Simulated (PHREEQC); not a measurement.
1 kg of water holding 0.0061 mol/kgw NaCl and 0.22 mol/kgw KCl is evaporated at 30 °C; the solids stay in contact with the brine. The system is closed to CO2. Solids allowed: Halite, Sylvite. Others were left out.

The series has 28 steps of water left (kg), from 1 to 0.005012.

Equilibrium calculation in PHREEQC: Pitzer model, pitzer.dat.

### Question
Which solids form, in which order, and at which step of the series does each first stand?

### Answer
Sylvite from water left = 0.04335 kg.
